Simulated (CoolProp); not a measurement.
Vapour-liquid equilibrium of carbon dioxide (1) + R143a (2) at 0.878 MPa; x and y are mole fractions of (1).

The numbers come from the multi-fluid Helmholtz-energy mixture model, Span 1996 and Lemmon and Jacobsen 2000; pair parameters Bell 2016 in CoolProp.

```json
[
 {"x": "0.05", "bubble temperature, mixture model (°C)": "6.5", "bubble temperature, Raoult's law (°C)": "4.8", "y, mixture model": "0.157", "y, Raoult's law": "0.225"},
 {"x": "0.15", "bubble temperature, mixture model (°C)": "-3.9", "bubble temperature, Raoult's law (°C)": "-6.1", "y, mixture model": "0.429", "y, Raoult's law": "0.505"},
 {"x": "0.25", "bubble temperature, mixture model (°C)": "-13.2", "bubble temperature, Raoult's law (°C)": "-14.2", "y, mixture model": "0.621", "y, Raoult's law": "0.668"},
 {"x": "0.35", "bubble temperature, mixture model (°C)": "-20.9", "bubble temperature, Raoult's law (°C)": "-20.6", "y, mixture model": "0.745", "y, Raoult's law": "0.771"},
 {"x": "0.45", "bubble temperature, mixture model (°C)": "-26.8", "bubble temperature, Raoult's law (°C)": "-25.8", "y, mixture model": "[?]", "y, Raoult's law": "0.841"},
 {"x": "0.55", "bubble temperature, mixture model (°C)": "-31.4", "bubble temperature, Raoult's law (°C)": "-30.1", "y, mixture model": "0.875", "y, Raoult's law": "0.890"},
 {"x": "0.65", "bubble temperature, mixture model (°C)": "[?]", "bubble temperature, Raoult's law (°C)": "-33.8", "y, mixture model": "[?]", "y, Raoult's law": "0.927"},
 {"x": "0.75", "bubble temperature, mixture model (°C)": "-37.8", "bubble temperature, Raoult's law (°C)": "-37.1", "y, mixture model": "[?]", "y, Raoult's law": "0.954"},
 {"x": "0.85", "bubble temperature, mixture model (°C)": "-40.2", "bubble temperature, Raoult's law (°C)": "-39.9", "y, mixture model": "0.963", "y, Raoult's law": "0.976"},
 {"x": "0.95", "bubble temperature, mixture model (°C)": "[?]", "bubble temperature, Raoult's law (°C)": "-42.4", "y, mixture model": "0.987", "y, Raoult's law": "0.993"}
]
```

### Question
What belongs in the gaps?

### Answer

- 0.45, y, mixture model: 0.824
- 0.65, bubble temperature, mixture model (°C): -34.9
- 0.65, y, mixture model: 0.911
- 0.75, y, mixture model: 0.939
- 0.95, bubble temperature, mixture model (°C): -42.5

The largest gap from Raoult's law is +2.2 K in bubble temperature, at x = 0.15. No azeotrope shows between x = 0.05 and 0.95.

Pair parameters are fitted to limited data, so mixtures are less certain than the pure fluids. The gap from Raoult's law changes sign with composition, which may be real or a fault of the pair parameters; it wasn't checked against measurements.
